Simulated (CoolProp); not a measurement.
Computed with CoolProp (reference Helmholtz-energy equation of state, Span 2003). It is a short technical equation, of lower accuracy than the large ones.

Give the vapour pressure (MPa), vapour density (kg/m³), liquid cp (kJ/(kg K)), surface tension (mN/m) of saturated n-heptane at 65.65 °C.


| T (°C) | p (MPa) | vapour density (kg/m³) | liquid cp (kJ/(kg K)) | surface tension (mN/m) |
|---|---|---|---|---|
| 65.65 | 0.0346 | 1.26 | 2.41 | 15.8 |

Surface tension comes from a separate correlation (Mulero 2012).
